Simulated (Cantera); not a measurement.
An adiabatic, constant-pressure homogeneous reactor starts with 11.8 % H2, 10.4 % O2, 77.8 % N2, equivalence ratio 0.57, at 1275 K and 170000 Pa.

Computed with Cantera and the H2/O2 subset of GRI-Mech 3.0, which has no nitrogen chemistry.

One state of this run: T (K) = 2107; x H2 = 0.000275; x O2 = 0.0468; x OH = 0.00226; x H = 4.17e-5; x O = 0.000243. x: mole fraction; the columns are a selection and need not sum to one.

### Question
Which value of t (s) does it belong to?
A) 4.82e-5
B) 0.00155
C) 9.64e-5
D) 2.41e-5

### Answer
B, 0.00155
